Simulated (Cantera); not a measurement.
## Hydrocarbon pyrolysis for carbon deposition

A perfectly stirred reactor is fed with 13.9 % C₂H₆, 86.1 % N₂, at 0.000306 atm; it is held at 1650 K, and followed from long to short residence time.

Computed with Cantera and GRI-Mech 3.0 (53 species, 325 reactions). GRI-Mech 3.0 stops at C3 and has no aromatics, soot or wall deposition, so with more carbon than oxygen in the feed, carbon stays in small species such as C2H2 where larger ones or solid carbon would form. Radical loss at walls, strong at low pressure, is not modelled.

| τ (s) | x C₂H₆ | x H | x CH₃ | x C₂H₄ | x CH₄ | x HCN | x C₂H |
|---|---|---|---|---|---|---|---|
| 4.7 | 0.000387 | 0.00124 | 0.00346 | 0.00219 | 0.0243 | 1.98e-5 | 2.86e-6 |
| 2.2 | 0.000800 | 0.00130 | 0.00503 | 0.00411 | 0.0309 | 1.34e-5 | 3.04e-6 |
| 1.1 | 0.00155 | 0.00136 | 0.00705 | 0.00708 | 0.0371 | 9.36e-6 | 3.20e-6 |
| 0.52 | 0.00314 | 0.00142 | 0.0101 | 0.0122 | 0.0430 | 6.36e-6 | 3.31e-6 |
| 0.25 | 0.00627 | 0.00145 | 0.0142 | 0.0196 | 0.0464 | 4.35e-6 | 3.27e-6 |
| 0.12 | 0.0124 | 0.00144 | 0.0196 | 0.0289 | 0.0454 | 2.94e-6 | 2.93e-6 |
| 0.059 | 0.0237 | 0.00136 | 0.0257 | 0.0367 | 0.0387 | 1.95e-6 | 2.23e-6 |
| 0.028 | 0.0446 | 0.00116 | 0.0309 | 0.0377 | 0.0264 | 1.15e-6 | 1.24e-6 |
| 0.014 | 0.0728 | 0.000873 | 0.0309 | 0.0281 | 0.0140 | 6.04e-7 | 4.68e-7 |
| 0.0066 | 0.104 | 0.000533 | 0.0238 | 0.0126 | 0.00503 | 2.20e-7 | 8.14e-8 |
x: mole fraction; the columns are a selection and need not sum to one.
